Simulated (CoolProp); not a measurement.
A simple Rankine cycle with water: condensing at 297.15 K, boiler at 5.62 MPa, turbine inlet 584.5 K, turbine efficiency 0.85, pump efficiency 0.6, no recuperator. Each further row changes one setting.

Model: reference Helmholtz-energy equation of state, Wagner 2002, in CoolProp.

```json
[
 {"case": "as stated", "thermal efficiency (%)": "32.9", "net work (kJ/kg)": "930", "heat in (kJ/kg)": "2830", "turbine exit temperature (K)": "297.1", "volume ratio over the turbine": "873"},
 {"case": "turbine inlet 604.5 K", "thermal efficiency (%)": "33.1", "net work (kJ/kg)": "956", "heat in (kJ/kg)": "2890", "turbine exit temperature (K)": "297.1", "volume ratio over the turbine": "837"},
 {"case": "condensing temperature 289.15 K", "thermal efficiency (%)": "33.9", "net work (kJ/kg)": "970", "heat in (kJ/kg)": "2860", "turbine exit temperature (K)": "289.1", "volume ratio over the turbine": "1380"},
 {"case": "boiler pressure 3.93 MPa", "thermal efficiency (%)": "31.8", "net work (kJ/kg)": "919", "heat in (kJ/kg)": "2890", "turbine exit temperature (K)": "297.1", "volume ratio over the turbine": "597"},
 {"case": "turbine efficiency 0.75", "thermal efficiency (%)": "29.0", "net work (kJ/kg)": "819", "heat in (kJ/kg)": "2830", "turbine exit temperature (K)": "297.1", "volume ratio over the turbine": "923"}
]
```

The expansion ends wet for: as stated; turbine inlet 604.5 K; condensing temperature 289.15 K; boiler pressure 3.93 MPa; turbine efficiency 0.75.
